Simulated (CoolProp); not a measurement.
Vapour-liquid equilibrium of dimethyl ether (1) + R236FA (2) at 8.43 bar; x and y are mole fractions of (1).

Model: multi-fluid Helmholtz-energy mixture model, Wu 2011 and Pan 2012; pair parameters Bell 2016, in CoolProp.

```
x      bubble temperature (K)  y at the bubble point  dew temperature at overall composition x (K)  liquid density (mol/L)
-----  ----------------------  ---------------------  --------------------------------------------  ----------------------
0.05                    336.9                  0.053                                         336.9                   8.169
0.125                   336.5                  0.137                                         336.6                   8.484
0.2                     335.9                  0.227                                         336.1                   8.818
0.275                   335.0                  0.322                                         335.5                   9.173
0.35                    333.8                  0.420                                         334.7                   9.551
0.425                   332.1                  0.518                                         333.7                   9.955
0.5                     330.1                  0.615                                         332.5                   10.38
0.575                   327.7                  0.705                                         331.0                   10.84
0.65                    324.9                  0.785                                         329.2                   11.33
0.725                   321.9                  0.854                                         327.0                   11.84
0.8                     318.8                  0.910                                         324.3                   12.38
0.875                   315.7                  0.953                                         320.9                   12.93
0.95                    312.8                  0.985                                         316.0                   13.50
```

No azeotrope shows between x = 0.05 and 0.95.

The pair parameters rest on a limited set of measurements; away from them the model extrapolates.
